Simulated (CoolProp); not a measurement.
Carbon monoxide along the isobar 14.8 MPa: Z from the reference equation and from simpler models built on Tc = -140.3 °C, pc = 3.498 MPa, ω = 0.050; each cubic takes its own stable root.

Values from CoolProp's reference Helmholtz-energy equation of state, Lemmon 2006. It is a short technical equation, of lower accuracy than the large ones.

```tsv
T (°C)	phase	reference
-169.55	liquid	0.6488
-141.45	liquid	0.6094
-113.35	supercritical	0.6514
-85.25	supercritical	0.7636
-57.15	supercritical	0.8687
-29.05	supercritical	0.9389
-1.05	supercritical	0.9836
27.05	supercritical	1.013
55.15	supercritical	1.032
```

Q: How far does each simpler model (van der Waals, Redlich-Kwong, Soave-Redlich-Kwong, Peng-Robinson) lie from the reference over these 9 states: mean and median of the absolute difference, and the worst?

A: 
- van der Waals: mean 12.3 %, median 5.7 %, worst +37.3 % at -169.55 °C and 14.8 MPa
- Redlich-Kwong: mean 1.5 %, median 1.6 %, worst +2.5 % at -113.35 °C and 14.8 MPa
- Soave-Redlich-Kwong: mean 2.5 %, median 2.3 %, worst +4.4 % at -85.25 °C and 14.8 MPa
- Peng-Robinson: mean 4.3 %, median 2.5 %, worst -11.3 % at -169.55 °C and 14.8 MPa
